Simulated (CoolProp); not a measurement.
Vapour-liquid equilibrium of CH2F2 (R32) (1) + propylene (2) at 291.1 K; x and y are mole fractions of (1).

Values from CoolProp's multi-fluid Helmholtz-energy mixture model, Tillner-Roth 1997 and Lemmon 2013; pair parameters Bell 2016.

```json
[
 {"x": "0.05", "bubble pressure, mixture model (MPa)": "1.091", "bubble pressure, Raoult's law (MPa)": "0.9857", "y, mixture model": "0.136", "y, Raoult's law": "0.071"},
 {"x": "0.125", "bubble pressure, mixture model (MPa)": "[?]", "bubble pressure, Raoult's law (MPa)": "1.018", "y, mixture model": "0.272", "y, Raoult's law": "0.171"},
 {"x": "0.2", "bubble pressure, mixture model (MPa)": "1.362", "bubble pressure, Raoult's law (MPa)": "1.050", "y, mixture model": "[?]", "y, Raoult's law": "0.265"},
 {"x": "0.275", "bubble pressure, mixture model (MPa)": "1.451", "bubble pressure, Raoult's law (MPa)": "1.082", "y, mixture model": "0.435", "y, Raoult's law": "0.354"},
 {"x": "0.35", "bubble pressure, mixture model (MPa)": "1.518", "bubble pressure, Raoult's law (MPa)": "1.114", "y, mixture model": "[?]", "y, Raoult's law": "0.437"},
 {"x": "0.425", "bubble pressure, mixture model (MPa)": "1.568", "bubble pressure, Raoult's law (MPa)": "1.146", "y, mixture model": "[?]", "y, Raoult's law": "0.516"},
 {"x": "0.5", "bubble pressure, mixture model (MPa)": "[?]", "bubble pressure, Raoult's law (MPa)": "1.178", "y, mixture model": "0.578", "y, Raoult's law": "0.591"},
 {"x": "0.575", "bubble pressure, mixture model (MPa)": "1.624", "bubble pressure, Raoult's law (MPa)": "1.211", "y, mixture model": "0.617", "y, Raoult's law": "0.661"},
 {"x": "0.65", "bubble pressure, mixture model (MPa)": "1.633", "bubble pressure, Raoult's law (MPa)": "1.243", "y, mixture model": "0.657", "y, Raoult's law": "0.728"},
 {"x": "0.725", "bubble pressure, mixture model (MPa)": "1.629", "bubble pressure, Raoult's law (MPa)": "1.275", "y, mixture model": "0.701", "y, Raoult's law": "0.792"},
 {"x": "0.8", "bubble pressure, mixture model (MPa)": "1.608", "bubble pressure, Raoult's law (MPa)": "1.307", "y, mixture model": "[?]", "y, Raoult's law": "0.852"},
 {"x": "0.875", "bubble pressure, mixture model (MPa)": "1.562", "bubble pressure, Raoult's law (MPa)": "1.339", "y, mixture model": "[?]", "y, Raoult's law": "0.910"},
 {"x": "0.95", "bubble pressure, mixture model (MPa)": "[?]", "bubble pressure, Raoult's law (MPa)": "1.371", "y, mixture model": "0.911", "y, Raoult's law": "0.965"}
]
```

Task: Complete the blanks.

Result: 
- 0.125, bubble pressure, mixture model (MPa): 1.244
- 0.2, y, mixture model: 0.365
- 0.35, y, mixture model: 0.490
- 0.425, y, mixture model: 0.536
- 0.5, bubble pressure, mixture model (MPa): 1.602
- 0.8, y, mixture model: 0.752
- 0.875, y, mixture model: 0.818
- 0.95, bubble pressure, mixture model (MPa): 1.479

The largest gap from Raoult's law is +36.8 % in bubble pressure, at x = 0.425. y crosses x between x = 0.65 and 0.725: the model has an azeotrope there.

Pair parameters are fitted to limited data, so mixtures are less certain than the pure fluids.
